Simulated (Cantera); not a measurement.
Thermodynamics of carbon deposition, reforming and gasification, feed C3H8 + CO2 + N2

A closed system holds: 1 mol C3H8, 0.053 mol CO2, 12 mol N2, equilibrated at 3100000 Pa.

Cantera equilibrium calculation (NASA polynomials, part measured and part estimated; ideal gas, pure solids and liquids). Candidate condensed phases: C, C6H6, C7H8, C8H18, H2O; 136 gas species. The ideal-gas law is rough above about 30 bar. Kinetics and transport are ignored.

| T (°C) | log p N2 | log p H2 | log p HCN | log p HNC | log p CO | log p C2H2 (acetylene) | log p H | log p CH4 | n C(graphite) |
|---|---|---|---|---|---|---|---|---|---|
| 1677 | 1.36 | 0.88 | -0.80 | -2.08 | -0.69 | -2.38 | -2.50 | -1.56 | 2.84 |
| 1752 | 1.36 | 0.88 | -0.67 | -1.90 | -0.69 | -2.17 | -2.28 | -1.65 | 2.81 |
| 1827 | 1.36 | 0.87 | -0.55 | -1.72 | -0.69 | -1.97 | -2.07 | -1.73 | 2.77 |
| 1902 | 1.36 | 0.87 | -0.44 | -1.56 | -0.69 | -1.78 | -1.88 | -1.81 | 2.72 |
| 1977 | 1.36 | 0.87 | -0.34 | -1.41 | -0.69 | -1.61 | -1.69 | -1.89 | 2.65 |
| 2052 | 1.36 | 0.86 | -0.24 | -1.27 | -0.69 | -1.45 | -1.53 | -1.96 | 2.58 |
| 2127 | 1.36 | 0.86 | -0.16 | -1.14 | -0.69 | -1.30 | -1.37 | -2.03 | 2.49 |
| 2202 | 1.35 | 0.85 | -0.07 | -1.02 | -0.69 | -1.16 | -1.22 | -2.10 | 2.38 |
| 2277 | 1.35 | 0.84 | 0.00 | -0.91 | -0.69 | -1.03 | -1.08 | -2.17 | 2.25 |
| 2352 | 1.35 | 0.83 | 0.07 | -0.80 | -0.69 | -0.91 | -0.96 | -2.24 | 2.11 |
| 2427 | 1.35 | 0.82 | 0.14 | -0.70 | -0.69 | -0.80 | -0.83 | -2.31 | 1.95 |
| 2502 | 1.34 | 0.81 | 0.20 | -0.61 | -0.69 | -0.70 | -0.72 | -2.37 | 1.77 |
log p: log10 of the partial pressure in bar; n: condensed amount in mol.

From 1677 °C to 2502 °C the condensed part is C(graphite). The main C-bearing gas is CO at 1677 °C and HCN at 2502 °C. The share of C in condensed phases is highest at 1677 °C (93.1 %) and lowest at 2502 °C (58.1 %).
